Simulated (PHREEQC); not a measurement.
Dissolve 0.18 mol CaCl2, 0.00013 mol NaHCO3 and 0.00015 mol LiCl per kg of water at 20 °C. Closed to the air; pH follows from the charge balance.

Model: ion-association model, phreeqc.dat, run in PHREEQC.

* **pH**: 7.41
* **ionic strength**: 0.540 mol/kgw
* **activity of water**: 0.991
* **specific conductance**: 26700 µS/cm
* **density**: 1.014 g/cm³
* **total alkalinity**: 0.130 meq/kg

| species | molality | activity | log γ |
|---|---|---|---|
| Cl- | 0.360 | 0.233 | -0.189 |
| Ca+2 | 0.180 | 0.0467 | -0.585 |
| Li+ | 0.000150 | 0.000106 | -0.152 |
| Na+ | 0.000130 | 9.35e-5 | -0.143 |
| HCO3- | 7.91e-5 | 5.45e-5 | -0.162 |
| CaHCO3+ | 4.24e-5 | 2.99e-5 | -0.152 |
| CO2 | 4.52e-6 | 5.12e-6 | 0.054 |
| CaCO3 | 3.76e-6 | 4.26e-6 | 0.054 |
| OH- | 2.79e-7 | 1.76e-7 | -0.202 |
| CaOH+ | 2.70e-7 | 1.99e-7 | -0.132 |
| CO3-2 | 2.63e-7 | 5.94e-8 | -0.646 |
| H+ | 5.06e-8 | 3.86e-8 | -0.117 |
| NaHCO3 | 2.60e-9 | 2.95e-9 | 0.054 |

Precipitation was switched off in this run.
